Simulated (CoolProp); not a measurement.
A simple Rankine cycle with R114: condensing at 307.15 K, boiler at 2.2 MPa, turbine inlet 499 K, turbine efficiency 0.75, pump efficiency 0.6, no recuperator. Each further row changes one setting.

The numbers come from the reference Helmholtz-energy equation of state, Platzer 1990 in CoolProp. This equation is an older, rougher fit; its heat capacities, sound speeds and derivatives of the liquid may be far off and weren't checked against measurements.

| case | thermal efficiency (%) | net work (kJ/kg) | heat in (kJ/kg) | turbine exit temperature (K) | volume ratio over the turbine |
|---|---|---|---|---|---|
| as stated | [?] | 30.2 | 266 | 448.4 | 7.84 |
| condensing temperature 299.15 K | 12.4 | 34.0 | [?] | 443.4 | 9.97 |
| boiler pressure 1.54 MPa | 9.7 | [?] | [?] | 458.7 | 5.37 |
| turbine efficiency 0.65 | 9.8 | 25.9 | 266 | [?] | 7.94 |

Question: What belongs in the gaps?

Answer: 
- as stated, thermal efficiency (%): 11.4
- condensing temperature 299.15 K, heat in (kJ/kg): 273
- boiler pressure 1.54 MPa, net work (kJ/kg): 26.2
- boiler pressure 1.54 MPa, heat in (kJ/kg): 270
- turbine efficiency 0.65, turbine exit temperature (K): 453.6
